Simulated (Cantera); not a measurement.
An isothermal, constant-pressure homogeneous reactor starts with H₂ : O₂ = 0.32 : 1 (molar parts), equivalence ratio 0.16, at 1450 K and 2670 Pa. Integrator tolerance rtol = 1e-08.

Cantera simulation using the H2/O2 subset of GRI-Mech 3.0, which has no nitrogen chemistry; the numbers are that mechanism's predictions, not measurements. Radical loss at walls, strong at low pressure, is not modelled. The temperature is held fixed by assumption; the heat of reaction is taken as removed at once.

Problem. What does this change do: temperature 1450 to 1150 K?

Solution. 
| quantity | before | after |
|---|---|---|
| x(H₂) at 1.00 s | 2.51e-6 (gas-phase equilibrium 1.89e-6) | 2.69e-7 (gas-phase equilibrium 8.59e-9) |
| x(O₂) at 1.00 s | 0.724 (gas-phase equilibrium 0.724) | 0.724 (gas-phase equilibrium 0.724) |
| x(HO₂) at 1.00 s | 2.13e-7 (gas-phase equilibrium 2.28e-7) | 3.05e-8 (gas-phase equilibrium 1.27e-8) |
| x(H₂O) at 1.00 s | 0.276 (gas-phase equilibrium 0.276) | 0.276 (gas-phase equilibrium 0.276) |
| x(O) at 1.00 s | 1.40e-5 (gas-phase equilibrium 1.05e-5) | 1.35e-6 (gas-phase equilibrium 4.36e-8) |
| x(OH) at 1.00 s | 0.000323 (gas-phase equilibrium 0.000280) | 4.61e-5 (gas-phase equilibrium 8.28e-6) |
